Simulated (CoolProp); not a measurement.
Vapour-liquid equilibrium of R134a (1) + R123 (2) at -16.45 °C; x and y are mole fractions of (1).

The numbers come from the multi-fluid Helmholtz-energy mixture model, Tillner-Roth 1994 and Younglove 1994; pair parameters Bell 2016 in CoolProp.

Q: Give the bubble pressure and the first vapour's composition at x = 0.05, 0.15, 0.25. Is there an azeotrope?

A: x = 0.05: 24.56 kPa, y = 0.434; x = 0.15: 43.64 kPa, y = 0.710; x = 0.25: 61.02 kPa, y = 0.813. No azeotrope shows between x = 0.05 and 0.95.

Pair parameters are fitted to limited data, so mixtures are less certain than the pure fluids.
